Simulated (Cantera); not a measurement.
Input: 1 mol MgCO₃, 2.4 mol O₂, 25 mol N₂, at 1848 K and 1700000 Pa.

Method: chemical equilibrium by Gibbs-energy minimisation in Cantera with the NASA 1993 tables (ideal gas, pure condensed phases). Candidate condensed phases: C, Mg, MgCO₃, MgO; 28 gas species. Rates play no part.

Base state: N₂ 0.879, O₂ 0.0829, CO₂ 0.0352, NO 0.00323, NO₂ 1.91e-5, O 1.32e-5 (mole fractions); condensed: MgO(s).

Problem. What changes in the equilibrium state with this change: temperature from 1848 K to 1125 K?

Solution. 
```tsv
species	before	after
N₂	0.879	0.880
O₂	0.0829	0.0845
CO₂	0.0352	0.0352
NO	0.00323	7.12e-5
O	1.32e-5	<1e-9
NO₂	1.91e-5	4.64e-6
MgO(s), mol	1.00	1.00
```
